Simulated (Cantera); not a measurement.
Feed: 1 mol SiO2, 0.95 mol CO, 0.54 mol H2, at 1627 °C and 750 Torr.

Cantera equilibrium calculation (NASA polynomials, part measured and part estimated; ideal gas, pure solids and liquids). Candidate condensed phases: C, C6H6, C7H8, C8H18, H2O, Si, SiC, SiO2; 123 gas species. The tables hold silica as quartz up to 1696 K and as liquid above; real silica turns to tridymite and cristobalite and melts near 1996 K. The numbers say what is thermodynamically allowed, not how fast it happens.

Task: What is the equilibrium state?

Result: 
- x(CO) = 0.635
- x(H2) = 0.359
- x(SiO) = 0.00266
- x(H2O) = 0.00187
- x(CO2) = 0.000786
- x(H) = 0.000476
- x(CH4) = 1.58e-6
- n(SiO2(condensed)) = 0.996 mol
- gas amount = 1.494 mol
- log10 activity of C(graphite) (absent) = -1.66
- log10 activity of Si(l) (absent) = -3.33
